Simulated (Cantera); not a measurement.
# Thermodynamics of chlorosilane synthesis and conversion, feed SiCl₄ + HCl + H₂

A closed system holds: 1 mol SiCl₄, 0.82 mol HCl, 6.6 mol H₂, equilibrated at 0.133 bar.

Method: chemical equilibrium by Gibbs-energy minimisation in Cantera with the NASA 1993 tables (ideal gas, pure condensed phases). Candidate condensed phases: Si; 19 gas species. The tables' values for SiCl₃ are old estimates; treat these amounts as uncertain. The numbers say what is thermodynamically allowed, not how fast it happens.

```
T (K)   x H₂   x HCl  x SiCl₄  x SiHCl₃   x SiCl₃
-----  -----  ------  -------  --------  --------
750    0.783  0.0978    0.118  0.000429   3.13e-7
800    0.783  0.0982    0.118  0.000850   1.82e-6
850    0.782  0.0989    0.117   0.00154   8.52e-6
900    0.781   0.100    0.116   0.00258   3.32e-5
950    0.780   0.102    0.115   0.00403  0.000111
1000   0.778   0.104    0.112   0.00594  0.000321
1050   0.775   0.107    0.109   0.00824  0.000823
1100   0.770   0.111    0.105    0.0108   0.00188
1150   0.764   0.118   0.0996    0.0131   0.00382
1200   0.754   0.128   0.0915    0.0147   0.00683
```
x: gas mole fraction; nothing condenses.

From 750 K to 1200 K nothing is condensed. The main Si-bearing gas is SiCl₄ throughout.
